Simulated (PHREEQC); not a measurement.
Solution (24 °C): 0.25 mol/kgw HF, 0.00019 mol/kgw NH4F, 0.00075 mol/kgw (NH4)2SiF6 and 0.072 mol/kgw H3PO4. Closed to the air; pH follows from the charge balance.

Computed with PHREEQC (ion-association model, phreeqc.dat).

```json
[
 {"quantity": "pH", "before": "1.58", "after": "1.77"},
 {"quantity": "ionic strength (mol/kgw)", "before": "0.0326", "after": "0.0203"},
 {"quantity": "H3PO4 (mol/kgw)", "before": "0.0550", "after": "0.0246"},
 {"quantity": "H2PO4- (mol/kgw)", "before": "0.0170", "after": "0.0114"},
 {"quantity": "F- (mol/kgw)", "before": "0.00714", "after": "0.00535"},
 {"quantity": "SI of Quartz (SiO2)", "before": "-9.98", "after": "-8.80"}
]
```

Problem. What was changed between the two runs?
A) temperature from 24 to 90 °C
B) diluted 2-fold with water
C) 0.12 mol/kgw HBF4 added
D) temperature from 24 to 30 °C

Solution. B, diluted 2-fold with water

Precipitation was switched off in this run. SiF6-2 is the database's only silicon fluoride.
